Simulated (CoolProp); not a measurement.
Vapour pressure (MPa) of sulfur dioxide: the reference equation beside estimates from Tc = 430.6 K, pc = 7.887 MPa, ω = 0.256. Clausius-Clapeyron is anchored at 267.7 K with a constant enthalpy of vaporisation of 24.70 kJ/mol.

Values from CoolProp's reference Helmholtz-energy equation of state, Gao 2016.

```
T (K)  reference  Lee-Kesler  Clausius-Clapeyron  van der Waals  Redlich-Kwong  Soave-Redlich-Kwong  Peng-Robinson
-----  ---------  ----------  ------------------  -------------  -------------  -------------------  -------------
262.7    0.09936     0.09779              0.1002         0.7533         0.1918              0.09846         0.1003
267.7     0.1237      0.1221              0.1237         0.8380         0.2320               0.1227         0.1246
272.6     0.1520      0.1504              0.1510         0.9270         0.2774               0.1510         0.1527
277.5     0.1852      0.1836              0.1831          1.022         0.3291               0.1841         0.1856
282.5     0.2247      0.2233              0.2213          1.126         0.3888               0.2236         0.2248
287.4     0.2695      0.2683              0.2647          1.234         0.4549               0.2685         0.2693
292.4     0.3221      0.3213              0.3159          1.351         0.5304               0.3213         0.3214
297.3     0.3811      0.3807              0.3735          1.472         0.6128               0.3805         0.3799
302.2     0.4481      0.4482              0.4391          1.601         0.7042               0.4479         0.4463
307.2     0.5254      0.5261              0.5153          1.740         0.8072               0.5258         0.5230
312.1     0.6107      0.6121              0.5998          1.883         0.9183               0.6118         0.6076
317.1     0.7082      0.7103              0.6969          2.037          1.042               0.7102         0.7044
322       0.8148      0.8176              0.8036          2.195          1.175               0.8180         0.8103
326.9     0.9330      0.9365              0.9228          2.361          1.319               0.9377         0.9280
331.9      1.067       1.071               1.058          2.539          1.479                1.073          1.061
```

Absolute difference from the reference over all 15 rows, mean and median: Lee-Kesler 0.5 and 0.4 %, Clausius-Clapeyron 1.4 and 1.5 %, van der Waals 327.1 and 286.3 %, Redlich-Kwong 62.7 and 60.8 %, Soave-Redlich-Kwong 0.4 and 0.4 %, Peng-Robinson 0.4 and 0.5 %.
